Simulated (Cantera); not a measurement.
Cantera run, input and output.

```python
import numpy as np
import cantera as ct

gas = ct.Solution("gri30.yaml")
gas.TPX = 1250, 500000, {'CH4': 0.016, 'O2': 0.039, 'N2': 1}
reactor = ct.IdealGasConstPressureReactor(gas, energy="off", clone=False)
net = ct.ReactorNet([reactor])
net.rtol, net.atol = 1e-08, 1e-18
show = ['CH4', 'O2', 'CH2CO', 'C2H', 'NO2', 'H2', 'CH2']
times = np.geomspace(0.0002, 20, 13)

steps = ct.SolutionArray(gas, extra=["t"])
rows = []
print(f"{'t/s':>10s}{'T/K':>9s}{'P/Pa':>11s}" + "".join(f"{s:>11s}" for s in show))
for t in times:
    while net.time < t:
        t_next = net.step()
        steps.append(gas.state, t=t_next)
    rows.append([np.interp(t, steps.t, y) for y in (steps.T, steps.P, *steps(*show).X.T)])
    print(f"{t:10.3e}{rows[-1][0]:9.1f}{rows[-1][1]:11.4g}" + "".join(f"{x:11.3e}" for x in rows[-1][2:]))
rate = np.gradient(steps.T, steps.t)
print("integrator steps:", len(steps.t))
if steps.T.max() > steps.T[0] + 200:
    print(f"time of steepest temperature rise: {steps.t[rate.argmax()]:.4e} s")
gas.TPX = 1250, 500000, {'CH4': 0.016, 'O2': 0.039, 'N2': 1}
gas.equilibrate("TP")
print(f"equilibrium (TP): T = {gas.T:.1f} K  " + "  ".join(f"{s} {gas[s].X[0]:.3e}" for s in show))
```

Output:

```
       t/s      T/K       P/Pa        CH4         O2      CH2CO        C2H        NO2         H2        CH2
 2.000e-04   1250.0      5e+05  1.517e-02  3.697e-02  7.826e-18  1.223e-27  1.458e-21  5.711e-09  1.612e-15
 5.220e-04   1250.0      5e+05  1.517e-02  3.697e-02  2.111e-15  3.459e-25  5.529e-20  3.353e-08  2.009e-14
 1.363e-03   1250.0      5e+05  1.516e-02  3.696e-02  8.160e-13  1.580e-22  1.983e-18  2.698e-07  2.531e-13
 3.557e-03   1250.0      5e+05  1.515e-02  3.696e-02  8.304e-11  1.951e-20  4.883e-17  1.723e-06  7.430e-13
 9.283e-03   1250.0      5e+05  1.508e-02  3.691e-02  2.961e-09  1.131e-18  1.336e-15  1.005e-05  1.979e-12
 2.423e-02   1250.0      5e+05  1.454e-02  3.655e-02  3.882e-07  5.551e-16  1.141e-13  1.214e-04  2.129e-11
 6.325e-02   1250.0      5e+05  9.184e-19  6.705e-03 -2.176e-21 -2.021e-30  1.001e-08  5.136e-06  6.036e-21
 1.651e-01   1250.0      5e+05  1.285e-19  6.635e-03 -7.198e-23 -7.671e-33  1.920e-09  7.485e-08  5.353e-22
 4.309e-01   1250.0      5e+05  7.549e-21  6.635e-03  5.602e-27 -3.190e-34  4.638e-10  7.768e-09  9.344e-26
 1.125e+00   1250.0      5e+05  1.665e-23  6.635e-03  4.740e-28 -9.900e-35  4.444e-10  5.938e-09  2.359e-27
 2.936e+00   1250.0      5e+05  1.356e-23  6.635e-03  4.703e-28 -8.933e-35  4.478e-10  5.783e-09  2.035e-27
 7.662e+00   1250.0      5e+05  1.320e-23  6.635e-03  4.609e-28 -8.195e-35  4.482e-10  5.782e-09  1.988e-27
 2.000e+01   1250.0      5e+05  1.250e-23  6.635e-03  4.371e-28 -6.547e-35  4.488e-10  5.782e-09  1.882e-27
integrator steps: 2454
equilibrium (TP): T = 1250.0 K  CH4 1.173e-34  O2 6.607e-03  CH2CO 1.563e-40  C2H 5.026e-54  NO2 2.927e-07  H2 5.795e-09  CH2 1.034e-38
```

Cantera simulation using GRI-Mech 3.0 (53 species, 325 reactions); the numbers are that mechanism's predictions, not measurements. The temperature is held fixed by assumption; the heat of reaction is taken as removed at once.
